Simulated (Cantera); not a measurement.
Mixture: CH4 : O2 : N2 = 1 : 2.7 : 7.84 (molar parts), at 37.5 atm, adiabatic and at constant volume. Ignition delay is the time to a rise of 400 K.

Detailed kinetics in Cantera: GRI-Mech 3.0 (53 species, 325 reactions). The pressure lies above the range GRI-Mech 3.0 was tuned for (to about 10 atm).

Task: What does this change do: 0.066 parts C2H6 added?

Result: 
```tsv
quantity	before	after
delay at 1050 K	6.84 ms	3.21 ms
delay at 1150 K	1.50 ms	0.695 ms
delay at 1250 K	0.427 ms	0.204 ms
delay at 1350 K	0.146 ms	72.9 µs
delay at 1450 K	56.8 µs	29.4 µs
delay at 1550 K	24.3 µs	12.9 µs
apparent activation energy between 1350 and 1550 K	160 kJ/mol	150 kJ/mol
```
